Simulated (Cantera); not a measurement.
A closed system holds: 1 mol SiC, 0.018 mol H2O, 270 mol N2, held at 5.70 bar.

These are equilibrium values from Cantera (NASA tables, ideal gas, pure condensed phases), not measurements of a reactor. Candidate condensed phases: C, C6H6, C7H8, C8H18, H2O, Si, SiC, SiO2, Si2N2O, Si3N4; 151 gas species. N2 is the only nitrogen source here; it is nearly inert below about 1500 K, so the nitride shown seldom forms there in practice. Mutual solubility and eutectic melting of coexisting phases are not modelled. The numbers say what is thermodynamically allowed, not how fast it happens.

log p: log10 of the partial pressure in bar; n: condensed amount in mol.

```
T (K)  log p N2  log p CO  log p H2  log p HCN  log p HNC  log p H  n C(graphite)  n Si2N2O(s)  n Si3N4(s)
-----  --------  --------  --------  ---------  ---------  -------  -------------  -----------  ----------
1048       0.76     -8.74     -3.42      -6.30      -8.98    -9.82          1.000       0.0180       0.321
1148       0.76     -7.31     -3.42      -5.72      -8.14    -8.85          1.000       0.0180       0.321
1248       0.76         ?     -3.42          ?          ?        ?          1.000       0.0180       0.321
1348       0.76     -5.08     -3.43      -4.83      -6.84    -7.35          0.999       0.0176       0.322
1448       0.76     -4.21     -3.44      -4.48      -6.33    -6.75          0.995       0.0151       0.323
1548       0.76     -3.45     -3.46          ?          ?        ?          0.980            ?       0.333
1648       0.76     -3.42     -3.49      -3.93      -5.52    -5.80          0.976            0       0.333
1748       0.76     -3.42     -3.55      -3.72      -5.20    -5.42          0.973            0       0.333
1848       0.76     -3.42     -3.64      -3.55      -4.93    -5.09          0.968            0       0.333
```

**Question.** Complete the blanks.

**Answer.** 
- 1548, log p HCN: -4.19
- 1548, log p HNC: -5.89
- 1548, log p H: -6.24
- 1548, n Si2N2O(s): 0.00109
- 1248, log p CO: -6.10
- 1248, log p HCN: -5.24
- 1248, log p HNC: -7.44
- 1248, log p H: -8.04
